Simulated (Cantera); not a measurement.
Feed: 1 mol AlN, 0.19 mol I2, 0.044 mol O2, held at 602 °C and 10.0 mbar.

Method: chemical equilibrium by Gibbs-energy minimisation in Cantera with the NASA 1993 tables (ideal gas, pure condensed phases). Rates play no part.

```csv
species,before,after
AlI3,0.504,0.518
N2,0.383,0.394
I2,0.0727,0.0748
I,0.0400,0.0108
Al2I6,0.000126,0.00187
"AlN(s), mol",0.828,0.826
"Al2O3(s), mol",0.0293,0.0293
```
Gas species are given as mole fractions.

### Question
What was changed between the two runs?
A) temperature from 602 °C to 975 °C
B) pressure from 10.0 mbar to 0.140 bar
C) pressure from 10.0 mbar to 1 atm
D) temperature from 602 °C to 800 °C

### Answer
B, pressure from 10.0 mbar to 0.140 bar
